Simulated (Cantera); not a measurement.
Input: 1 mol CH₂F₂, 0.82 mol H₂, at 1.73 Torr.

These are equilibrium values from Cantera (NASA tables, ideal gas, pure condensed phases), not measurements of a reactor. Candidate condensed phases: C, C₆H₆, C₇H₈, C₈H₁₈; 110 gas species. Ions and electrons are included (thermal ionisation). Kinetics and transport are ignored.

**Question.** Which condensed phases are stable at each of these points (T (K)): 2500, 2750, 3000, 3250, 3500, 3750, 4000, 4250, 4500, 4750, 5000?

**Answer.** 
| T (K) | condensed phases | C condensed (%) |
|---|---|---|
| 2500 | C(graphite) | 98.6 |
| 2750 | C(graphite) | 88.8 |
| 3000 | gas only | 0.0 |
| 3250 | gas only | 0.0 |
| 3500 | gas only | 0.0 |
| 3750 | gas only | 0.0 |
| 4000 | gas only | 0.0 |
| 4250 | gas only | 0.0 |
| 4500 | gas only | 0.0 |
| 4750 | gas only | 0.0 |
| 5000 | gas only | 0.0 |

From 2500 K to 2750 K the condensed part is C(graphite). From 3000 K to 5000 K nothing is condensed.
